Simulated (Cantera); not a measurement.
A closed system holds: 1 mol BF3, 8.4 mol O2, 11 mol N2, at 22.0 mbar.

These are equilibrium values from Cantera (NASA tables, ideal gas, pure condensed phases), not measurements of a reactor. Candidate condensed phases: B, BN, B2O3; 31 gas species. The tables' values for BF2 are old estimates; treat these amounts as uncertain. Kinetics and transport are ignored.

log p: log10 of the partial pressure in bar; nothing condenses.

```
T (K)  log p N2  log p O2  log p BF3  log p F  log p O  log p BOF  log p NO
-----  --------  --------  ---------  -------  -------  ---------  --------
1075      -1.93     -2.04      -2.97    -9.01    -9.90      -9.49     -5.77
1275      -1.93     -2.04      -2.97      ___      ___        ___       ___
1475      -1.93     -2.04      -2.97      ___      ___        ___       ___
1675      -1.93     -2.04      -2.97    -5.00    -5.49      -5.30     -4.17
1875      -1.93     -2.05      -2.98    -4.22    -4.64      -4.53     -3.87
2075      -1.93     -2.06      -3.03    -3.61    -3.96      -3.91     -3.64
2275      -1.95     -2.09      -3.17    -3.14    -3.41      -3.44     -3.45
```

### Question
Complete the blanks.

### Answer

- 1475, log p F: -5.98
- 1475, log p O: -6.56
- 1475, log p BOF: -6.30
- 1475, log p NO: -4.56
- 1275, log p F: -7.28
- 1275, log p O: -7.97
- 1275, log p BOF: -7.62
- 1275, log p NO: -5.07
